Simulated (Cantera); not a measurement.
A closed system holds: 1 mol SiO2, 1.2 mol NF3, 0.46 mol H2, held at 1098.15 K and 1.00 Torr.

Cantera equilibrium calculation (NASA polynomials, part measured and part estimated; ideal gas, pure solids and liquids). Candidate condensed phases: H2O, Si, SiO2, Si2N2O, Si3N4; 58 gas species. Kinetics and transport are ignored.

Base state: HF 0.306, SiF4 0.239, O2 0.235, N2 0.211, H2O 0.00836, NO 4.57e-5 (mole fractions); condensed: SiO2(β-quartz).

Q: What changes in the equilibrium state with this change: temperature from 1098.15 K to 948.15 K?

A: 
```tsv
species	before	after
HF	0.306	0.288
SiF4	0.239	0.246
O2	0.235	0.236
H2O	0.00836	0.0186
N2	0.211	0.212
NO	4.57e-5	9.43e-6
SiO2(β-quartz), mol	0.318	0.304
```
